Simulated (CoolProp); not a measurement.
A closed Brayton cycle with carbon dioxide: compressor inlet 320.15 K and 9.9 MPa, high pressure 21.3 MPa, turbine inlet 770 K, compressor efficiency 0.8, turbine efficiency 0.9, recuperator effectiveness 0.8 (on enthalpy, no pinch check). Each further row changes one setting.

Computed with CoolProp (reference Helmholtz-energy equation of state, Span 1996).

```csv
case,thermal efficiency (%),net work (kJ/kg),compressor to turbine work,compressor exit (K),turbine exit (K)
as stated,25.2,67.0,0.29,363.2,680.8
turbine inlet 720 K,24.2,59.8,0.32,363.2,634.1
compressor inlet 330.15 K,24.3,57.7,0.39,389.2,680.8
high pressure 18.1 MPa,22.5,55.0,0.27,353.8,699.4
recuperator effectiveness 0.5,17.6,67.0,0.29,363.2,680.8
```
